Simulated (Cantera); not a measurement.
A Cantera script and what it prints.

```python
import numpy as np
import cantera as ct

gas_names = """
    O N2
""".split()
cond_names = """
    VN(s) V2O3(s) V2O3(L) V2O4(I) V2O4(II) V2O4(L)
""".split()


# ... load() reads the species with a 1 bar reference pressure and builds the phases ...
species = {s.name: s for s in load("nasa_gas.yaml", gas_names) + load("nasa_condensed.yaml", cond_names)}
# Each term lists the table entries of one substance; the one whose range holds T is used.
reactions = {
    '3 O(g) + 2 VN = N2(g) + V2O3':
        [(-3, ['O']), (-2, ['VN(s)']), (1, ['N2']), (1, ['V2O3(s)', 'V2O3(L)'])],
    '3 V2O4 + 2 VN = 4 V2O3 + N2(g)':
        [(-3, ['V2O4(I)', 'V2O4(II)', 'V2O4(L)']), (-2, ['VN(s)']), (4, ['V2O3(s)', 'V2O3(L)']), (1, ['N2'])],
}


def pick(names, T):
    return next(species[n] for n in names if species[n].thermo.min_temp <= T <= species[n].thermo.max_temp)


results = []
for label, terms in reactions.items():
    print(label)
    print("     T/K   dH/kJ  dS/(J/K)   dG/kJ   log10 K")
    for T in [875, 975, 1075, 1175, 1275, 1375, 1475, 1575, 1675, 1775, 1875]:
        used = [(nu, pick(names, T)) for nu, names in terms]
        dH = sum(nu * s.thermo.h(T) for nu, s in used) / 1e6
        dS = sum(nu * s.thermo.s(T) for nu, s in used) / 1e3
        dG = dH - T * dS / 1e3
        logK = -dG * 1e6 / (ct.gas_constant * T * np.log(10))
        results.append((label, T, dH, dS, dG, logK, [s.name for _, s in used]))
        print(f"{T:8g} {dH:8.1f} {dS:8.1f} {dG:8.1f} {logK:8.2f}")
```

It prints:

```
3 O(g) + 2 VN = N2(g) + V2O3
     T/K   dH/kJ  dS/(J/K)   dG/kJ   log10 K
     875  -1533.6   -271.5  -1296.1    77.37
     975  -1533.6   -271.5  -1268.9    67.98
    1075  -1533.6   -271.5  -1241.8    60.34
    1175  -1533.4   -271.3  -1214.6    53.99
    1275  -1533.0   -271.0  -1187.5    48.65
    1375  -1532.6   -270.7  -1160.4    44.08
    1475  -1532.0   -270.3  -1133.4    40.14
    1575  -1531.3   -269.8  -1106.4    36.69
    1675  -1530.4   -269.2  -1079.4    33.66
    1775  -1529.3   -268.6  -1052.5    30.97
    1875  -1528.1   -267.9  -1025.7    28.57
3 V2O4 + 2 VN = 4 V2O3 + N2(g)
     T/K   dH/kJ  dS/(J/K)   dG/kJ   log10 K
     875   -185.7    123.6   -293.8    17.54
     975   -186.3    122.9   -306.1    16.40
    1075   -186.8    122.5   -318.4    15.47
    1175   -186.9    122.3   -330.6    14.70
    1275   -186.7    122.5   -342.9    14.05
    1375   -186.1    122.9   -355.2    13.49
    1475   -185.0    123.7   -367.5    13.01
    1575   -183.5    124.7   -379.9    12.60
    1675   -181.4    126.0   -392.4    12.24
    1775   -178.8    127.5   -405.1    11.92
    1875   -517.8    -59.0   -407.1    11.34
```

Source: NASA polynomial tables (part measured, part estimated), evaluated in Cantera. VN: taken at fixed stoichiometry. Condensed species are held in their standard states even where they would react or evaporate.
